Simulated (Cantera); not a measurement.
Input: 1 mol SiH2Cl2, 55 mol H2, at 1750 K and 3.08 Torr.

Cantera equilibrium calculation (NASA polynomials, part measured and part estimated; ideal gas, pure solids and liquids). Candidate condensed phases: Si; 19 gas species. The tables' values for SiCl are old estimates; treat these amounts as uncertain. Gases not in the tables: Si2H6 and higher silanes. Kinetics and transport are ignored.

Base state: H2 0.964, HCl 0.0290, H 0.00357, SiCl2 0.00290, Si 0.000366, Cl 8.28e-5, SiCl 8.14e-5, SiH 3.04e-5 (mole fractions); condensed: Si(l).

### Question
What changes in the equilibrium state with this change: pressure from 3.08 Torr to 75.0 Torr?

### Answer
| species | before | after |
|---|---|---|
| H2 | 0.964 | 0.967 |
| HCl | 0.0290 | 0.0291 |
| SiCl2 | 0.00290 | 0.00292 |
| H | 0.00357 | 0.000723 |
| Si | 0.000366 | 1.50e-5 |
| SiCl3 | 3.48e-6 | 1.73e-5 |
| SiH | 3.04e-5 | 6.18e-6 |
| Cl | 8.28e-5 | 1.68e-5 |
| SiCl | 8.14e-5 | 1.65e-5 |
| Si(l), mol | 0.805 | 0.829 |
The tables' values for SiCl3, SiCl are old estimates; treat these amounts as uncertain.
